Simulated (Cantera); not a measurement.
Charge: 1 mol BaF2, 0.056 mol O2, a varied amount of H2, held at 1423.15 K and 10.0 Torr.

Equilibrium computed with Cantera from the NASA thermochemical tables; the gas is ideal and each condensed phase is pure. Candidate condensed phases: Ba, BaF2, BaO, Ba(OH)2, H2O; 27 gas species. Mutual solubility and eutectic melting of coexisting phases are not modelled. Rates play no part.

x: gas mole fraction; n: condensed amount in mol.

| n(H2) (mol) | x H2 | x H2O | x HF | x BaF2 | x BaF | x H | n BaF2(s) | n BaO(s) |
|---|---|---|---|---|---|---|---|---|
| 1.2 | 0.905 | 0.0923 | 0.00171 | 0.000495 | ___ | 5.48e-5 | 0.998 | 0.000956 |
| 1.8 | 0.937 | 0.0614 | 0.00140 | 0.000495 | ___ | 5.58e-5 | 0.998 | 0.00117 |
| 2.7 | 0.957 | 0.0409 | 0.00114 | 0.000495 | ___ | 5.64e-5 | 0.997 | 0.00143 |
| 4 | 0.971 | 0.0275 | 0.000936 | 0.000495 | ___ | 5.68e-5 | 0.996 | 0.00173 |
| 5.9 | 0.980 | 0.0186 | 0.000769 | 0.000495 | ___ | 5.71e-5 | 0.995 | 0.00206 |
| 8.8 | 0.986 | 0.0124 | 0.000629 | 0.000495 | ___ | 5.72e-5 | 0.993 | 0.00244 |
| 13 | 0.990 | 0.00838 | 0.000516 | 0.000495 | ___ | 5.74e-5 | 0.990 | 0.00282 |
| 19 | 0.993 | 0.00571 | 0.000426 | 0.000495 | ___ | 5.74e-5 | 0.986 | 0.00316 |
| 29 | 0.995 | 0.00374 | 0.000345 | 0.000495 | ___ | 5.75e-5 | 0.979 | 0.00339 |
| 43 | 0.997 | 0.00252 | 0.000283 | 0.000495 | ___ | 5.75e-5 | 0.970 | 0.00325 |
| 64 | 0.997 | 0.00171 | 0.000233 | 0.000495 | ___ | 5.76e-5 | 0.956 | 0.00239 |

### Question
Complete the blanks.

### Answer

- 1.2, x BaF: 1.92e-5
- 1.8, x BaF: 2.39e-5
- 2.7, x BaF: 2.96e-5
- 4, x BaF: 3.64e-5
- 5.9, x BaF: 4.44e-5
- 8.8, x BaF: 5.45e-5
- 13, x BaF: 6.65e-5
- 19, x BaF: 8.07e-5
- 29, x BaF: 9.99e-5
- 43, x BaF: 0.000122
- 64, x BaF: 0.000148
